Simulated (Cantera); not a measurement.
An isothermal, constant-pressure homogeneous reactor starts with C2H6 : N2 = 1 : 2 (molar parts), at 1700 K and 0.000790 bar. Integrator tolerance rtol = 1e-08.

Detailed kinetics in Cantera: GRI-Mech 3.0 (53 species, 325 reactions). GRI-Mech 3.0 stops at C3 and has no aromatics, soot or wall deposition, so with more carbon than oxygen in the feed, carbon stays in small species such as C2H2 where larger ones or solid carbon would form. Radical loss at walls, strong at low pressure, is not modelled.

What does this change do: N2 2 to 0.3 parts?


| quantity | before | after |
|---|---|---|
| x(C2H6) at 100 s | 9.11e-11 (gas-phase equilibrium 1.48e-12) | 1.37e-10 (gas-phase equilibrium 6.61e-12) |
| x(H) at 100 s | 0.00329 (gas-phase equilibrium 0.00333) | 0.00409 (gas-phase equilibrium 0.00410) |
| x(C2H) at 100 s | 9.22e-6 (gas-phase equilibrium 6.42e-6) | 1.14e-5 (gas-phase equilibrium 1.01e-5) |
| x(HCN) at 100 s | 2.66e-5 (gas-phase equilibrium 0.124) | 5.73e-6 (gas-phase equilibrium 0.0703) |
| x(CH3) at 100 s | 1.43e-5 (gas-phase equilibrium 1.58e-6) | 1.74e-5 (gas-phase equilibrium 3.34e-6) |
| x(C2H2) at 100 s | 0.200 (gas-phase equilibrium 0.138) | 0.302 (gas-phase equilibrium 0.267) |

What does this change do: pressure from 0.000790 bar to 0.000120 bar?


```json
[
 {"quantity": "x(C2H6) at 100 s", "before": "9.11e-11 (gas-phase equilibrium 1.48e-12)", "after": "8.13e-8 (gas-phase equilibrium <1e-12)"},
 {"quantity": "x(H) at 100 s", "before": "0.00329 (gas-phase equilibrium 0.00333)", "after": "0.00132 (gas-phase equilibrium 0.00850)"},
 {"quantity": "x(C2H) at 100 s", "before": "9.22e-6 (gas-phase equilibrium 6.42e-6)", "after": "3.71e-6 (gas-phase equilibrium 1.65e-5)"},
 {"quantity": "x(HCN) at 100 s", "before": "2.66e-5 (gas-phase equilibrium 0.124)", "after": "7.24e-6 (gas-phase equilibrium 0.124)"},
 {"quantity": "x(CH3) at 100 s", "before": "1.43e-5 (gas-phase equilibrium 1.58e-6)", "after": "0.000309 (gas-phase equilibrium 6.10e-7)"},
 {"quantity": "x(C2H2) at 100 s", "before": "0.200 (gas-phase equilibrium 0.138)", "after": "0.198 (gas-phase equilibrium 0.137)"}
]
```
